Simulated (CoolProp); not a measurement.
Propylene along the isobar 6.27 MPa: density (kg/m³) from the reference equation and from simpler models built on Tc = 91.1 °C, pc = 4.555 MPa, ω = 0.146; each cubic takes its own stable root.

The numbers come from the reference Helmholtz-energy equation of state, Lemmon 2013 in CoolProp.

```json
[
 {"T (°C)": "78.75", "phase": "liquid", "reference": "415.5"},
 {"T (°C)": "101.05", "phase": "supercritical", "reference": "323.2"},
 {"T (°C)": "123.35", "phase": "supercritical", "reference": "157.9"},
 {"T (°C)": "145.75", "phase": "supercritical", "reference": "117.5"},
 {"T (°C)": "168.05", "phase": "supercritical", "reference": "99.33"},
 {"T (°C)": "190.35", "phase": "supercritical", "reference": "87.92"},
 {"T (°C)": "212.65", "phase": "supercritical", "reference": "79.73"},
 {"T (°C)": "234.95", "phase": "supercritical", "reference": "73.40"},
 {"T (°C)": "257.25", "phase": "supercritical", "reference": "68.29"},
 {"T (°C)": "279.55", "phase": "supercritical", "reference": "64.02"},
 {"T (°C)": "301.85", "phase": "supercritical", "reference": "60.39"}
]
```

**Question.** How far does each simpler model (van der Waals, Peng-Robinson) lie from the reference over these 11 states: mean and median of the absolute difference, and the worst?

**Answer.** 
- van der Waals: mean 9.9 %, median 5.4 %, worst -31.7 % at 78.75 °C and 6.27 MPa
- Peng-Robinson: mean 2.3 %, median 1.6 %, worst -9.0 % at 101.05 °C and 6.27 MPa
